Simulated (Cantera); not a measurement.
A Cantera script and what it prints.

```python
import numpy as np
import cantera as ct

gas_names = """
    CL CLO CL2 H HCL HOCL HO2 H2 H2O H2O2 O OH O2 O3 Ti TiCL TiCL2 TiCL3 TiCL4 TiO TiOCL TiOCL2 TiO2
""".split()
cond_names = """
    H2O(s) H2O(L) Ti(a) Ti(b) Ti(L) TiCL2(s) TiCL3(s) TiCL4(L) TiO(a) TiO(b) TiO(L) TiO2(ru) TiO2(L)
    Ti2O3(a) Ti2O3(b) Ti2O3(L) Ti3O5(a) Ti3O5(b) Ti3O5(L) Ti4O7(s) Ti4O7(L)
""".split()


def load(file, names, dense=False):
    # The tables refer to 1 bar. Condensed volumes are neglected.
    table = {s.name: s for s in ct.Species.list_from_file(file)}
    out = []
    for n in names:
        d = dict(table[n].input_data)
        d["thermo"] = dict(d["thermo"], **{"reference-pressure": 1e5})
        if dense:
            d["equation-of-state"] = {"model": "constant-volume", "density": "1e6 g/cm^3"}
        out.append(ct.Species.from_dict(d))
    return out


gas = ct.Solution(thermo="ideal-gas", species=load("nasa_gas.yaml", gas_names))
cond = {s.name: ct.Solution(thermo="fixed-stoichiometry", species=[s], name=s.name)
        for s in load("nasa_condensed.yaml", cond_names, dense=True)}
atoms = {
    'TiO2': {'Ti': 1, 'O': 2},
    'HCl': {'H': 1, 'CL': 1},
}
top_T = {'TiCL2(s)': 1300, 'TiCL3(s)': 1000}  # K; cautious upper limits of use, not melting points


def equilibrate(T, P, feed):
    n = {}
    for name, mol in feed.items():
        for a, k in atoms[name].items():
            n[a] = n.get(a, 0.0) + k * mol
    gas.TPX = T, P, n
    mass = sum(n.values()) * gas.mean_molecular_weight
    gas.equilibrate("TP")
    valid = [c for c in cond.values() if c.min_temp <= T <= top_T.get(c.name, c.max_temp)]
    mix = ct.Mixture([(gas, mass / gas.mean_molecular_weight)] + [(c, 0.0) for c in valid])
    mix.T, mix.P = T, P
    mix.equilibrate("TP", solver="vcs", rtol=1e-11, max_steps=5000)
    return mix


results = []
feed = {'TiO2': 1, 'HCl': 39}  # mol
P = 67  # Pa
for T in [1073, 1148, 1223, 1298, 1373, 1448, 1523, 1598, 1673, 1748]:
    mix = equilibrate(T, P, feed)
    results.append((T, P, feed, dict(zip(mix.species_names, mix.species_moles))))

top = {s: max(r[3][s] / sum(r[3][g] for g in gas_names) for r in results) for s in gas_names}
cols = sorted((s for s in top if top[s] > 0.0001), key=lambda s: -top[s])[:5]
seen = [c for c in cond_names if any(r[3].get(c, 0) > 1e-12 for r in results)]
print("log10 of partial pressures in bar; condensed amounts in mol")
print(f"{'T/K':>10s}" + "".join(f"{s[:9]:>10s}" for s in cols + seen))
for T, P, feed, n in results:
    ng = sum(n[g] for g in gas_names)
    print(f"{T:10.4g}" + "".join(f"{np.log10(max(n[s] / ng * P / 1e5, 1e-99)):10.3f}" for s in cols)
          + "".join(f"{n.get(c, 0):10.4g}" for c in seen))
```

Result:

```
log10 of partial pressures in bar; condensed amounts in mol
       T/K       HCL        CL        H2       H2O         H  TiO2(ru)
      1073    -3.174    -7.292    -7.559    -6.463   -11.633      0.99
      1148    -3.174    -6.821    -7.107    -6.401   -10.698    0.9885
      1223    -3.175    -6.409    -6.706    -6.346    -9.875    0.9869
      1298    -3.175    -6.045    -6.349    -6.294    -9.144    0.9852
      1373    -3.176    -5.721    -6.030    -6.240    -8.492    0.9832
      1448    -3.178    -5.431    -5.744    -6.177    -7.907    0.9805
      1523    -3.181    -5.170    -5.486    -6.100    -7.379    0.9765
      1598    -3.186    -4.935    -5.253    -6.012    -6.900    0.9707
      1673    -3.194    -4.723    -5.043    -5.919    -6.465    0.9627
      1748    -3.205    -4.532    -4.855    -5.827    -6.069     0.952
```

These are equilibrium values from Cantera (NASA tables, ideal gas, pure condensed phases), not measurements of a reactor. The tables' values for TiCl2 are old estimates; treat these amounts as uncertain. Condensed phases not in the tables: TiOCl.
